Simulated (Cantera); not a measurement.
An adiabatic, constant-pressure homogeneous reactor starts with H2 : O2 : N2 = 1 : 1.52 : 5.7 (molar parts), at 1698 K and 5.60 bar.

Model: GRI-Mech 3.0 (53 species, 325 reactions), integrated in Cantera. The hydrogen kinetics of GRI-Mech 3.0 are dated; newer H2 mechanisms differ, most at raised pressure.

**Question.** Predict: time of steepest temperature rise; temperature at 0.700 s; equilibrium temperature; x(H2) at 0.700 s; x(O2) at 0.700 s; x(H2O) at 0.700 s; x(NO) at 0.700 s; x(O) at 0.700 s; x(H) at 0.700 s.

**Answer.** 
```
Item                                                                  Result
---------------------------------  -----------------------------------------
time of steepest temperature rise                                    1.67 µs
temperature at 0.700 s                                                2455 K
equilibrium temperature                                               2455 K
x(H2) at 0.700 s                   0.000721 (gas-phase equilibrium 0.000721)
x(O2) at 0.700 s                         0.121 (gas-phase equilibrium 0.121)
x(H2O) at 0.700 s                        0.124 (gas-phase equilibrium 0.124)
x(NO) at 0.700 s                       0.0156 (gas-phase equilibrium 0.0156)
x(O) at 0.700 s                      0.00171 (gas-phase equilibrium 0.00171)
x(H) at 0.700 s                    0.000235 (gas-phase equilibrium 0.000235)
```
